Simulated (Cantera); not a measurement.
What does this Cantera script print?

```python
import numpy as np
import cantera as ct

gas = ct.Solution("gri30.yaml")
gas.TPX = 1775, 730000, {'CH4': 1, 'H2': 0.9, 'O2': 3.89, 'N2': 38.9}
reactor = ct.IdealGasReactor(gas, energy="on", clone=False)
net = ct.ReactorNet([reactor])
net.rtol, net.atol = 1e-08, 1e-16
show = ['CH4', 'H2', 'O2', 'NO2', 'CO2', 'HO2']
times = np.geomspace(7e-06, 0.1, 16)

steps = ct.SolutionArray(gas, extra=["t"])
rows = []
print(f"{'t/s':>10s}{'T/K':>9s}{'P/Pa':>11s}" + "".join(f"{s:>11s}" for s in show))
for t in times:
    while net.time < t:
        t_next = net.step()
        steps.append(gas.state, t=t_next)
    rows.append([np.interp(t, steps.t, y) for y in (steps.T, steps.P, *steps(*show).X.T)])
    print(f"{t:10.3e}{rows[-1][0]:9.1f}{rows[-1][1]:11.4g}" + "".join(f"{x:11.3e}" for x in rows[-1][2:]))
rate = np.gradient(steps.T, steps.t)
print("integrator steps:", len(steps.t))
if steps.T.max() > steps.T[0] + 200:
    print(f"time of steepest temperature rise: {steps.t[rate.argmax()]:.4e} s")
gas.TPX = 1775, 730000, {'CH4': 1, 'H2': 0.9, 'O2': 3.89, 'N2': 38.9}
gas.equilibrate("UV")
print(f"equilibrium (UV): T = {gas.T:.1f} K  " + "  ".join(f"{s} {gas[s].X[0]:.3e}" for s in show))
```

Result:

```
       t/s      T/K       P/Pa        CH4         H2         O2        NO2        CO2        HO2
 7.000e-06   1782.4  7.331e+05  2.063e-02  1.954e-02  8.578e-02  2.760e-12  2.340e-05  4.148e-05
 1.325e-05   2182.2  9.079e+05  8.492e-06  5.682e-03  3.979e-02  1.048e-08  3.975e-03  2.727e-05
 2.507e-05   2435.9  9.987e+05  3.040e-17  1.910e-03  3.299e-02  1.489e-07  1.773e-02  8.027e-06
 4.743e-05   2498.6  1.021e+06  3.475e-18  8.645e-04  3.219e-02  2.190e-07  2.050e-02  5.350e-06
 8.976e-05   2509.4  1.024e+06  2.019e-18  6.945e-04  3.198e-02  3.156e-07  2.107e-02  5.068e-06
 1.698e-04   2509.5  1.024e+06  1.954e-18  6.860e-04  3.188e-02  5.228e-07  2.110e-02  5.039e-06
 3.214e-04   2508.6  1.024e+06  1.947e-18  6.851e-04  3.171e-02  9.044e-07  2.111e-02  5.007e-06
 6.082e-04   2507.0  1.023e+06  1.934e-18  6.835e-04  3.141e-02  1.579e-06  2.111e-02  4.951e-06
 1.151e-03   2504.4  1.022e+06  1.911e-18  6.809e-04  3.090e-02  2.703e-06  2.112e-02  4.857e-06
 2.178e-03   2500.3  1.021e+06  1.878e-18  6.772e-04  3.013e-02  4.370e-06  2.113e-02  4.716e-06
 4.121e-03   2495.3  1.018e+06  1.837e-18  6.728e-04  2.919e-02  6.385e-06  2.114e-02  4.545e-06
 7.799e-03   2491.0  1.017e+06  1.802e-18  6.692e-04  2.836e-02  8.100e-06  2.116e-02  4.397e-06
 1.476e-02   2488.9  1.016e+06  1.786e-18  6.675e-04  2.797e-02  8.908e-06  2.116e-02  4.327e-06
 2.793e-02   2488.5  1.016e+06  1.783e-18  6.672e-04  2.790e-02  9.044e-06  2.116e-02  4.315e-06
 5.285e-02   2488.5  1.016e+06  1.783e-18  6.672e-04  2.790e-02  9.048e-06  2.116e-02  4.315e-06
 1.000e-01   2488.5  1.016e+06  1.783e-18  6.672e-04  2.790e-02  9.048e-06  2.116e-02  4.315e-06
integrator steps: 1527
time of steepest temperature rise: 1.2543e-05 s
equilibrium (UV): T = 2488.5 K  CH4 2.549e-18  H2 6.672e-04  O2 2.790e-02  NO2 9.048e-06  CO2 2.116e-02  HO2 4.315e-06
```

Computed with Cantera and GRI-Mech 3.0 (53 species, 325 reactions).
